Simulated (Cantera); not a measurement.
**NO annealing gas**

A perfectly stirred reactor is fed with 76.3 % NO, 23.7 % N₂, at 1.10 bar; it is held at 1950 K, and followed from long to short residence time.

Computed with Cantera and GRI-Mech 3.0 (53 species, 325 reactions).

```
τ (s)    x NO     x O₂     x N₂O     x NO₂   x N₂       x O
------  -----  -------  --------  --------  -----  --------
3.6     0.192    0.285   1.57e-5  0.000442  0.522  0.000233
1.9     0.271    0.246   3.12e-5  0.000579  0.483  0.000217
1.0     0.365    0.198   5.70e-5  0.000704  0.436  0.000197
0.55    0.459    0.152   9.08e-5  0.000777  0.389  0.000174
0.29    0.553    0.105  0.000133  0.000787  0.342  0.000148
0.16    0.625   0.0686  0.000172  0.000737  0.306  0.000123
0.084   0.681   0.0404  0.000207  0.000644  0.277  0.000100
0.045   0.716   0.0229  0.000230  0.000550  0.260   8.28e-5
0.024   0.737   0.0125  0.000243  0.000471  0.249   6.99e-5
0.013   0.749  0.00674  0.000247  0.000413  0.244   6.14e-5
0.0069  0.756  0.00346  0.000244  0.000371  0.240   5.53e-5
```
x: mole fraction; the columns are a selection and need not sum to one.
